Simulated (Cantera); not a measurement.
## Equilibrium for hydrogen reduction and annealing atmospheres: V2O5 + H2

Feed: 1 mol V2O5, 2100 mol H2, equilibrated at 0.133 bar.

Method: chemical equilibrium by Gibbs-energy minimisation in Cantera with the NASA 1993 tables (ideal gas, pure condensed phases). Candidate condensed phases: H2O, V, VO, V2O3, V2O4, V2O5; 12 gas species. Mutual solubility and eutectic melting of coexisting phases are not modelled. VO: taken at fixed stoichiometry. Condensed phases not in the tables: the oxides between V2O3 and V2O5 other than VO2. Rates play no part.

```csv
T (K),x H2,x H2O,x H,x VO,x VO2,x OH,x V,n V2O3(s),n VO(s)
1223,0.999,0.000952,8.23e-7,<1e-12,<1e-12,7.07e-12,<1e-12,1.00,0
1273,0.999,0.000952,1.95e-6,<1e-12,1.58e-12,2.14e-11,<1e-12,1.00,0
1323,0.999,0.00119,4.34e-6,1.29e-12,9.84e-12,7.50e-11,<1e-12,0.496,1.01
1373,0.999,0.00143,9.11e-6,7.62e-12,4.85e-11,2.33e-10,<1e-12,0,2.00
1423,0.999,0.00143,1.82e-5,3.95e-11,1.80e-10,5.64e-10,<1e-12,0,2.00
1473,0.999,0.00143,3.46e-5,1.82e-10,6.09e-10,1.29e-9,2.21e-12,0,2.00
1523,0.999,0.00143,6.32e-5,7.59e-10,1.90e-9,2.79e-9,1.35e-11,0,2.00
1573,0.998,0.00143,0.000111,2.87e-9,5.47e-9,5.75e-9,7.38e-11,0,2.00
1623,0.998,0.00143,0.000189,9.97e-9,1.47e-8,1.13e-8,3.61e-10,0,2.00
1673,0.998,0.00143,0.000312,3.20e-8,3.73e-8,2.14e-8,1.60e-9,0,2.00
1723,0.998,0.00143,0.000499,9.58e-8,8.93e-8,3.91e-8,6.50e-9,0,2.00
1773,0.998,0.00143,0.000778,2.69e-7,2.03e-7,6.90e-8,2.43e-8,0,2.00
```
x: gas mole fraction; n: condensed amount in mol.

From 1223 K to 1273 K the condensed part is V2O3(s). At 1323 K the condensed part is VO(s) + V2O3(s). From 1373 K to 1773 K the condensed part is VO(s).
